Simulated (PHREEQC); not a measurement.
# Acid mine or pickling water

Synthetic water in mg/kgw, 20 °C, pH 4.2, pe 9.9:

```
constituent  mg/kgw
-----------  ------
Na             86.9
K              13.1
Ca             28.9
Mg             21.6
Cl             81.8
S(6) as SO4     286
Fe(3)          15.8
Cu(2)        0.0938
Li           0.0271
```

Valence states are taken as typed.

The numbers come from PHREEQC with the ion-association model, phreeqc.dat.

Each row changes one thing in this solution. This is a speciation only: nothing precipitates in the calculation.

```
case                                               ionic strength (mol/kgw)  SO4-2 (mol/kgw)  Mg+2 (mol/kgw)  MgSO4 (mol/kgw)  CaSO4 (mol/kgw)  FeOH+2 (mol/kgw)  SI of Fe(OH)3(a) (Fe(OH)3)  SI of Gypsum (CaSO4:2H2O)
-------------------------------------------------  ------------------------  ---------------  --------------  ---------------  ---------------  ----------------  --------------------------  -------------------------
as made                                                              0.0114          0.00264        0.000720         0.000169         0.000117           6.50e-5                       +1.46                      -1.58
S(6) from 286 to 143 mg/kgw                                         0.00897          0.00129             ___          9.85e-5          6.74e-5           6.47e-5                       +1.47                      -1.82
temperature from 20 to 30 °C at the same typed pH                    0.0112          0.00260        0.000686         0.000203              ___           4.94e-5                       +1.08                      -1.59
```

Problem. Fill in the missing entries.

Solution. 
- S(6) from 286 to 143 mg/kgw, Mg+2 (mol/kgw): 0.000790
- temperature from 20 to 30 °C at the same typed pH, CaSO4 (mol/kgw): 0.000122

Some of these states are supersaturated (in Jarosite-K, Fe(OH)3(a), for instance).
